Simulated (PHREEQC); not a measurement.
**Ultrapure water in contact with air or piping: an equilibrium model**

Synthetic water in mg/L, 25 °C, pH 5.76, pe 8.1:

```
constituent             mg/L
------------------  --------
Na                   0.00785
K                     0.0134
Ca                    0.0222
Mg                   0.00293
Cl                   0.00431
S(6) as SO4           0.0438
Alkalinity as HCO3     0.059
Cu(2)                0.00297
N(5) as NO3         9.44e-05
Pb                   0.00279
```

Valence states are taken as typed.

All values are PHREEQC results (ion-association model, phreeqc.dat), not measurements.

No solid was allowed to form.

Problem. Predict the ionic strength, charge-balance error.

Solution. ionic strength 5.01e-6 mol/kgw; charge-balance error 2.0 %.

Problem. In which forms is C present?

Solution. CO2 80 %, HCO3- 20 % of the C.

Species that the database lacks are ignored.
